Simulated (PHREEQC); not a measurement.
A made-up water analysis in mg/L, 25 °C, pH 5.78, pe 0.6: Na 7.2; K 7.73; Ca 6.56; Mg 0.576; Cl 12.7; S(6) as SO4 2.4; Alkalinity as HCO3 30.9; Si as SiO2 0.281; B 0.141; Zn 0.146; Li 0.0311; Br 0.37.

Na is adjusted to close the charge balance.
Valence states are taken as typed.

Computed with PHREEQC (ion-association model, wateq4f.dat).

Each row changes one thing in this solution. No solid was allowed to form.

```json
[
 {"case": "as made", "CO2 (mol/kgw)": "0.00182", "Zn+2 (mol/kgw)": "2.10e-6", "ZnHCO3+ (mol/kgw)": "1.16e-7", "CO3-2 (mol/kgw)": "1.60e-8", "ZnSO4 (mol/kgw)": "8.86e-9", "ZnCO3 (mol/kgw)": "4.99e-9", "SI of Quartz (SiO2)": "-1.35"},
 {"case": "pH from 5.78 to 6.78 at the same alkalinity", "CO2 (mol/kgw)": "0.000181", "Zn+2 (mol/kgw)": "2.05e-6", "ZnHCO3+ (mol/kgw)": "1.12e-7", "CO3-2 (mol/kgw)": "1.59e-7", "ZnSO4 (mol/kgw)": "8.64e-9", "ZnCO3 (mol/kgw)": "4.85e-8", "SI of Quartz (SiO2)": "-1.35"},
 {"case": "temperature from 25 to 20 °C at the same typed pH", "CO2 (mol/kgw)": "0.00195", "Zn+2 (mol/kgw)": "2.10e-6", "ZnHCO3+ (mol/kgw)": "1.16e-7", "CO3-2 (mol/kgw)": "1.44e-8", "ZnSO4 (mol/kgw)": "8.56e-9", "ZnCO3 (mol/kgw)": "4.49e-9", "SI of Quartz (SiO2)": "-1.27"},
 {"case": "pH from 5.78 to 6.08 at the same alkalinity", "CO2 (mol/kgw)": "0.000911", "Zn+2 (mol/kgw)": "2.09e-6", "ZnHCO3+ (mol/kgw)": "1.15e-7", "CO3-2 (mol/kgw)": "3.19e-8", "ZnSO4 (mol/kgw)": "8.83e-9", "ZnCO3 (mol/kgw)": "9.91e-9", "SI of Quartz (SiO2)": "-1.35"},
 {"case": "Zn from 0.146 to 0.292 mg/L", "CO2 (mol/kgw)": "0.00182", "Zn+2 (mol/kgw)": "4.20e-6", "ZnHCO3+ (mol/kgw)": "2.31e-7", "CO3-2 (mol/kgw)": "1.60e-8", "ZnSO4 (mol/kgw)": "1.77e-8", "ZnCO3 (mol/kgw)": "9.97e-9", "SI of Quartz (SiO2)": "-1.35"}
]
```

Complexes and solids missing from the database can't appear.
